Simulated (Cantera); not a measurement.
An isothermal, constant-pressure homogeneous reactor starts with 27.8 % H2, 27.8 % O2, 44.4 % N2, equivalence ratio 0.50, at 848 K and 0.168 atm.

Detailed kinetics in Cantera: GRI-Mech 3.0 (53 species, 325 reactions). Below about 950 K walls govern HO2 and H2O2 in real vessels. The temperature is held fixed by assumption; the heat of reaction is taken as removed at once.

x: mole fraction; the columns are a selection and need not sum to one.

```csv
t (s),x H2,x O2,x HO2,x H2O,x H2O2
0.000400,0.278,0.278,1.12e-10,1.18e-10,<1e-12
0.000954,0.278,0.278,…,2.09e-9,1.36e-12
0.00228,0.278,0.278,…,4.87e-7,3.65e-10
0.00543,0.132,0.216,…,0.169,3.34e-6
0.0129,0.119,0.211,…,0.184,5.47e-5
0.0309,0.119,0.211,…,0.184,6.84e-5
0.0737,0.119,0.211,9.05e-6,0.184,7.43e-5
0.176,0.119,0.211,9.16e-6,0.184,8.32e-5
0.419,0.119,0.211,…,0.184,0.000107
1.00,0.119,0.211,…,0.185,0.000183
```

Question: Fill in the missing entries.

Answer: 
- 0.000954, x HO2: 1.52e-9
- 0.00228, x HO2: 3.35e-7
- 0.00543, x HO2: 9.34e-5
- 0.0129, x HO2: 3.72e-5
- 0.0309, x HO2: 1.36e-5
- 0.419, x HO2: 1.03e-5
- 1.00, x HO2: 1.33e-5
